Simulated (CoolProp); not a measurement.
Properties of R1224YDZ along the isotherm 473.1 K.

The numbers come from the reference Helmholtz-energy equation of state, Akasaka 2023 in CoolProp.

```csv
p (kPa),phase,density (kg/m³),cp (kJ/(kg K)),cv (kJ/(kg K)),isothermal compressibility (1/MPa),expansivity (1/kK)
52.7,gas,1.997,1.015,0.9583,19.05,2.143
89,gas,3.382,1.017,0.9587,11.31,2.163
150,gas,5.726,1.019,0.9593,6.742,2.199
253,gas,9.733,1.022,0.9604,4.029,2.260
428,gas,16.69,1.028,0.9623,2.415,2.370
722,gas,28.82,1.040,0.9657,1.467,2.572
1220,gas,50.83,1.063,0.9722,0.9088,2.980
2060,gas,93.03,1.118,0.9854,0.5891,3.920
3470,supercritical,185.6,1.296,1.017,0.4276,6.837
5850,supercritical,500.5,2.249,1.078,0.3762,21.58
9880,supercritical,812.4,1.509,1.028,0.04063,5.793
16700,supercritical,950.9,1.358,1.013,0.01427,3.144
```

The peak of cp marks the crossing from liquid-like to gas-like fluid above the critical point.
